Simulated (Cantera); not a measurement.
Feed: 1 mol CH4, 0.41 mol O2, 1.6 mol H2, at 13.3 mbar.

Cantera equilibrium calculation (NASA polynomials, part measured and part estimated; ideal gas, pure solids and liquids). Candidate condensed phases: C, C6H6, C7H8, C8H18, H2O; 110 gas species. Rates play no part.

x: gas mole fraction; n: condensed amount in mol.

```
T (K)   x H2   x CO       x H  x H2O  n C(graphite)
-----  -----  -----  --------  -----  -------------
873    0.812  0.172  3.65e-10    ___          0.217
973    0.813  0.184   8.44e-9    ___          0.182
1073   0.814  0.185   1.09e-7    ___          0.180
1173   0.814  0.185   9.21e-7    ___          0.180
1273   0.814  0.186   5.57e-6    ___          0.180
1373   0.814  0.186   2.60e-5    ___          0.180
1473   0.814  0.186   9.89e-5    ___          0.180
1573   0.814  0.185  0.000318    ___          0.180
1673   0.814  0.185  0.000890    ___          0.180
1773   0.812  0.185   0.00222    ___          0.179
1873   0.810  0.185   0.00503    ___          0.178
1973   0.804  0.185    0.0105    ___          0.175
2073   0.795  0.184    0.0203    ___          0.171
```

Complete the blanks.


- 873, x H2O: 0.00791
- 973, x H2O: 0.00124
- 1073, x H2O: 0.000261
- 1173, x H2O: 7.15e-5
- 1273, x H2O: 2.40e-5
- 1373, x H2O: 9.43e-6
- 1473, x H2O: 4.22e-6
- 1573, x H2O: 2.09e-6
- 1673, x H2O: 1.13e-6
- 1773, x H2O: 6.56e-7
- 1873, x H2O: 4.02e-7
- 1973, x H2O: 2.59e-7
- 2073, x H2O: 1.72e-7
